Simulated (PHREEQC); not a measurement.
A solution holds 91 mmol/kgw HBF4, 3.9 mmol/kgw NH4HF2 and 1.2 mmol/kgw (NH4)2SiF6, at 25 °C and 500 atm. Closed to the air; pH follows from the charge balance.

All values are PHREEQC results (ion-association model, phreeqc.dat), not measurements.

Precipitation was switched off in this run.

Q: What pH does the model give?

A: pH 1.14.

Q: In which forms is B present?

A: BF4- 96 %, BF3OH- 2.5 %, H3BO3 1.2 % of the B.

Complexes and solids missing from the database can't appear. Under pressure, the constants of complexes without a molar volume in the database are unreliable. SiF6-2 is the database's only silicon fluoride. Real BF4- forms and hydrolyses slowly; the run takes it at equilibrium.
